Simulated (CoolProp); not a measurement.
A simple Rankine cycle with R365MFC: condensing at 333.15 K, boiler at 1.3 MPa, turbine inlet 424.5 K, turbine efficiency 0.9, pump efficiency 0.8, no recuperator. Each further row changes one setting.

The numbers come from the reference Helmholtz-energy equation of state, Lemmon 2016 in CoolProp.

| case | thermal efficiency (%) | net work (kJ/kg) | heat in (kJ/kg) | turbine exit temperature (K) | volume ratio over the turbine |
|---|---|---|---|---|---|
| as stated | 12.3 | … | 266 | … | … |
| turbine inlet 444.5 K | 12.0 | 35.4 | 294 | 403.4 | 7.09 |
| condensing temperature 325.15 K | 13.5 | 37.4 | 278 | 377.2 | 9.48 |
| boiler pressure 0.91 MPa | 10.3 | 28.1 | … | 392.3 | 4.82 |
| turbine efficiency 0.8 | 10.9 | 29.0 | 266 | … | 7.44 |

Q: Complete the blanks.

A: 
- as stated, net work (kJ/kg): 32.8
- as stated, turbine exit temperature (K): 381.9
- as stated, volume ratio over the turbine: 7.36
- boiler pressure 0.91 MPa, heat in (kJ/kg): 274
- turbine efficiency 0.8, turbine exit temperature (K): 385.2
